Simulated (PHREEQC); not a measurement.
0.33 g of hydrous ferric oxide (600 m²/g; 0.2 weak and 0.005 strong sites per Fe, Dzombak-Morel constants, diffuse double layer) in 1 kg of water with 0.3 mol/kgw of an inert sodium salt and 4.1e-05 mol/kgw ZnCl2 and 7.7e-06 mol/kgw SrCl2, at 25 °C; the pH is set by adding NaOH or the inert anion's acid. Oxygen alone is held at its pressure in air (log pO2 = -0.68). No CO2 enters from the air. No solid was allowed to form.

The series has 13 steps of pH, from 4 to 10.

Computed with PHREEQC (ion-association model, wateq4f.dat).

**Question.** Near which pH is half of the Zn sorbed, and on which side is more sorbed?

**Answer.** Near pH 6.4, with more sorbed at higher pH.

**Question.** Near which pH is half of the Sr sorbed, and on which side is more sorbed?

**Answer.** Near pH 9.4, with more sorbed at higher pH.

Complexes and solids missing from the database can't appear.
